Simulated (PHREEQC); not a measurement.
A PHREEQC speciation (ion-association model, wateq4f.dat) at 25 °C gives pH 2.32 and these molalities:

| species | mol/kgw |
|---|---|
| Na+ | 0.348 |
| SO4-2 | 0.248 |
| MnSO4 | 0.151 |
| Mn+2 | 0.139 |
| NaSO4- | 0.0723 |
| H2AsO4- | 0.0349 |
| HSO4- | 0.0285 |
| H3AsO4 | 0.0211 |
| H+ | 0.00648 |
| HAsO4-2 | 1.00e-6 |

Task: What are the element totals, and what could have been dissolved in 1 kg of water to give them?

Result: Several could match; the one computed here: totals As(5) 0.0560, Mn(2) 0.290, Na 0.420, S(6) 0.500 mol/kgw, from 0.29 mol MnSO4, 0.056 mol H3AsO4, 3.8e-05 mol H2SO4 and 0.21 mol Na2SO4 per kg of water.

Precipitation was switched off in this run. Caution: at this ionic strength the ion-association model is outside its range; a Pitzer model would be the better tool where its parameters exist. Species that the database lacks are ignored. The database has no arsenate complexes of Mn.
